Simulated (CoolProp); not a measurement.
Vapour-liquid equilibrium of ethanol (1) + ethylbenzene (2) at 475 K; x and y are mole fractions of (1).

Computed with CoolProp (multi-fluid Helmholtz-energy mixture model, Schroeder 2014 and Zhou 2012; pair parameters Bell 2016).

Question: Give the bubble pressure and the first vapour's composition at x = 0.2, 0.275, 0.725. Is there an azeotrope?

Answer: x = 0.2: 1398 kPa, y = 0.670; x = 0.275: 1625 kPa, y = 0.719; x = 0.725: 2531 kPa, y = 0.874. No azeotrope shows between x = 0.05 and 0.95.

Pair parameters are fitted to limited data, so mixtures are less certain than the pure fluids.
